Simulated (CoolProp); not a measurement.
R1234ze(E) along the isotherm -39.95 °C: density (kg/m³) from the reference equation and from simpler models built on Tc = 109.4 °C, pc = 3.635 MPa, ω = 0.313; each cubic takes its own stable root.

The numbers come from the reference Helmholtz-energy equation of state, Thol 2016 in CoolProp.

```
p (MPa)   phase  reference  van der Waals  Redlich-Kwong  Soave-Redlich-Kwong  Peng-Robinson
-------  ------  ---------  -------------  -------------  -------------------  -------------
0.0474   liquid       1349          2.823          2.838                 1221           1378
0.0844   liquid       1349          5.076          5.127                 1221           1378
0.15     liquid       1350          9.189           1174                 1221           1378
0.267    liquid       1350          16.95           1174                 1221           1378
0.474    liquid       1350          798.9           1175                 1222           1379
0.844    liquid       1351          801.1           1177                 1223           1380
1.5      liquid       1353          804.8           1179                 1225           1382
2.67     liquid       1355          810.9           1184                 1228           1385
4.74     liquid       1359          820.7           1192                 1234           1390
8.44     liquid       1367          835.4           1205                 1243           1399
15       liquid       1379          855.6           1224                 1257           1413
```

At some of these states van der Waals, Redlich-Kwong gives the other phase, because its saturation line lies elsewhere.
